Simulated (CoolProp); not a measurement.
Vapour-liquid equilibrium of acetone (1) + toluene (2) at 438.3 K; x and y are mole fractions of (1).

Values from CoolProp's multi-fluid Helmholtz-energy mixture model, Lemmon 2006 and Lemmon 2006; pair parameters Bell 2016.

### Question
Give the bubble pressure and the first vapour's composition at x = 0.15, 0.25, 0.35. Is there an azeotrope?

### Answer
x = 0.15: 0.5972 MPa, y = 0.412; x = 0.25: 0.7193 MPa, y = 0.546; x = 0.35: 0.8314 MPa, y = 0.639. No azeotrope shows between x = 0.05 and 0.95.

Pair parameters are fitted to limited data, so mixtures are less certain than the pure fluids.
